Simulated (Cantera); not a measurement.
**Pyrogenic steam for wet oxidation**

An isothermal, constant-pressure homogeneous reactor starts with H2 : O2 : N2 = 1.1 : 1 : 2.5 (molar parts), at 1273 K and 100000 Pa.

Detailed kinetics in Cantera: the H2/O2 subset of GRI-Mech 3.0, which has no nitrogen chemistry. The temperature is held fixed by assumption; the heat of reaction is taken as removed at once.

```csv
t (s),x H2,x O2,x HO2,x H2O2,x H
4.00e-5,0.0172,0.115,0.000136,1.74e-5,0.0150
0.000104,0.00169,0.111,6.26e-5,5.85e-6,0.000177
0.000273,0.000281,0.111,1.63e-5,1.66e-6,8.96e-6
0.000711,4.12e-5,0.111,3.22e-6,5.20e-7,6.71e-7
0.00186,4.90e-6,0.111,6.29e-7,1.72e-7,6.07e-8
0.00485,7.78e-7,0.111,1.68e-7,6.05e-8,8.46e-9
0.0126,2.23e-7,0.111,6.31e-8,2.28e-8,1.70e-9
0.0330,8.68e-8,0.111,3.49e-8,9.45e-9,4.46e-10
0.0862,4.98e-8,0.111,2.96e-8,4.96e-9,1.90e-10
0.225,4.38e-8,0.111,2.95e-8,4.05e-9,1.51e-10
0.587,4.36e-8,0.111,2.95e-8,4.02e-9,1.50e-10
1.53,4.36e-8,0.111,2.95e-8,4.02e-9,1.50e-10
4.00,4.36e-8,0.111,2.95e-8,4.02e-9,1.50e-10
```
x: mole fraction; the columns are a selection and need not sum to one.

Equilibrium at this temperature and pressure: H2 4.36e-8, O2 0.111, HO2 2.95e-8, H2O2 4.02e-9, H 1.50e-10 (gas phase only).
